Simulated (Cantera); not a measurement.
Premixed flame

A freely propagating, adiabatic, planar premixed flame of CH4 : O2 : N2 = 0.75 : 1.43 : 3.71 (molar parts), equivalence ratio 1.0, unburnt at 300 K and 1.00 bar; mixture-averaged transport, grid criteria slope 0.08 and curve 0.16, no radiation.

Detailed kinetics in Cantera: GRI-Mech 3.0 (53 species, 325 reactions). Burning velocities carry a grid error of a few per cent, more on coarse grids.

```json
[
 {"z (mm)": "-0.836", "T (K)": "300", "u (m/s)": "0.726", "x CH4": "0.127", "x O2": "0.243", "x HCN": "<1e-8", "x CO": "2.26e-7", "x CH2O": "<1e-8", "x HCO": "<1e-8"},
 {"z (mm)": "-0.557", "T (K)": "301", "u (m/s)": "0.728", "x CH4": "0.127", "x O2": "0.242", "x HCN": "<1e-8", "x CO": "7.64e-6", "x CH2O": "1.40e-7", "x HCO": "<1e-8"},
 {"z (mm)": "-0.418", "T (K)": "304", "u (m/s)": "0.738", "x CH4": "0.126", "x O2": "0.242", "x HCN": "<1e-8", "x CO": "6.22e-5", "x CH2O": "1.57e-6", "x HCO": "<1e-8"},
 {"z (mm)": "-0.279", "T (K)": "354", "u (m/s)": "0.866", "x CH4": "0.123", "x O2": "0.237", "x HCN": "2.98e-8", "x CO": "0.00108", "x CH2O": "4.34e-5", "x HCO": "<1e-8"},
 {"z (mm)": "-0.139", "T (K)": "907", "u (m/s)": "2.27", "x CH4": "0.0870", "x O2": "0.193", "x HCN": "1.03e-6", "x CO": "0.0186", "x CH2O": "0.000913", "x HCO": "9.68e-7"},
 {"z (mm)": "-0.0697", "T (K)": "1436", "u (m/s)": "3.66", "x CH4": "0.0471", "x O2": "0.138", "x HCN": "2.93e-6", "x CO": "0.0433", "x CH2O": "0.00146", "x HCO": "2.85e-5"},
 {"z (mm)": "0", "T (K)": "1886", "u (m/s)": "4.86", "x CH4": "0.0116", "x O2": "0.0779", "x HCN": "5.99e-6", "x CO": "0.0678", "x CH2O": "0.000967", "x HCO": "0.000101"},
 {"z (mm)": "0.0697", "T (K)": "2074", "u (m/s)": "5.35", "x CH4": "0.00103", "x O2": "0.0423", "x HCN": "5.72e-6", "x CO": "0.0701", "x CH2O": "0.000205", "x HCO": "4.27e-5"},
 {"z (mm)": "0.139", "T (K)": "2124", "u (m/s)": "5.46", "x CH4": "4.77e-5", "x O2": "0.0291", "x HCN": "2.59e-6", "x CO": "0.0611", "x CH2O": "1.38e-5", "x HCO": "3.62e-6"},
 {"z (mm)": "0.279", "T (K)": "2172", "u (m/s)": "5.54", "x CH4": "1.07e-7", "x O2": "0.0224", "x HCN": "3.48e-7", "x CO": "0.0501", "x CH2O": "3.61e-8", "x HCO": "1.08e-7"},
 {"z (mm)": "0.557", "T (K)": "2234", "u (m/s)": "5.67", "x CH4": "<1e-8", "x O2": "0.0194", "x HCN": "1.29e-8", "x CO": "0.0446", "x CH2O": "<1e-8", "x HCO": "7.10e-8"},
 {"z (mm)": "1.11", "T (K)": "2312", "u (m/s)": "5.84", "x CH4": "<1e-8", "x O2": "0.0165", "x HCN": "<1e-8", "x CO": "0.0417", "x CH2O": "<1e-8", "x HCO": "4.69e-8"},
 {"z (mm)": "2.23", "T (K)": "2391", "u (m/s)": "6.01", "x CH4": "<1e-8", "x O2": "0.0135", "x HCN": "<1e-8", "x CO": "0.0385", "x CH2O": "<1e-8", "x HCO": "2.87e-8"}
]
```
x: mole fraction of selected species; z is measured from the peak of heat release.

The laminar burning velocity is 72.6 cm/s. The thermal thickness comes out as 0.279 mm, the peak x(HCN) is 6.64e-6 and the peak x(CO) is 0.0719. The peak x(CH2O) comes out as 0.00146 and the peak x(HCO) comes out as 0.000102.
